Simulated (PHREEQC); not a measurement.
1.2 g of hydrous ferric oxide (600 m²/g; 0.2 weak and 0.005 strong sites per Fe, Dzombak-Morel constants, diffuse double layer) in 1 kg of water with 0.3 mol/kgw of an inert sodium salt and 2.2e-05 mol/kgw CuSO4, at 25 °C; the pH is set by adding NaOH or the inert anion's acid. O2 is buffered at 0.21 atm. No CO2 enters from the air. Precipitation was switched off in this run.

The series has 13 steps of pH, from 3 to 11.

Computed with PHREEQC (ion-association model, wateq4f.dat).

Near which pH is half of the S sorbed, and on which side is more sorbed?

Near pH 6.1, with more sorbed at lower pH.

Near which pH is half of the Cu sorbed, and on which side is more sorbed?

Near pH 4.6, with more sorbed at higher pH.

Species that the database lacks are ignored. The database's constant for dissolved Cu(OH)2 is higher than later reviews accept. The oxide is taken as insoluble; below pH 4 it would dissolve.
